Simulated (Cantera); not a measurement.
A perfectly stirred reactor is fed with 4.76 % C₂H₄, 95.2 % H₂, at 1.00 atm; it is held at 1700 K, and followed from long to short residence time.

Cantera simulation using GRI-Mech 3.0 (53 species, 325 reactions); the numbers are that mechanism's predictions, not measurements. GRI-Mech 3.0 was tuned for natural gas; its chemistry of ethylene as a main component is partial and can be far from experiment. GRI-Mech 3.0 stops at C3 and has no aromatics, soot or wall deposition, so with more carbon than oxygen in the feed, carbon stays in small species such as C2H2 where larger ones or solid carbon would form.

Question: Predict: x(C₂H₄) at τ = 0.420 s; x(H₂) at τ = 0.420 s; x(C₂H₂) at τ = 0.420 s; x(C₂H₆) at τ = 0.420 s; x(CH₄) at τ = 0.420 s; x(C₂H₄) at τ = 13.0 ms; x(H₂) at τ = 13.0 ms; x(C₂H₂) at τ = 13.0 ms; x(C₂H₆) at τ = 13.0 ms; x(CH₄) at τ = 13.0 ms.

Answer: 
```json
{
  "x(C₂H₄) at τ = 0.420 s": "0.00173",
  "x(H₂) at τ = 0.420 s": "0.945",
  "x(C₂H₂) at τ = 0.420 s": "0.0363",
  "x(C₂H₆) at τ = 0.420 s": "2.77e-6",
  "x(CH₄) at τ = 0.420 s": "0.0165",
  "x(C₂H₄) at τ = 13.0 ms": "0.00372",
  "x(H₂) at τ = 13.0 ms": "0.953",
  "x(C₂H₂) at τ = 13.0 ms": "0.0408",
  "x(C₂H₆) at τ = 13.0 ms": "3.61e-6",
  "x(CH₄) at τ = 13.0 ms": "0.00241"
}
```
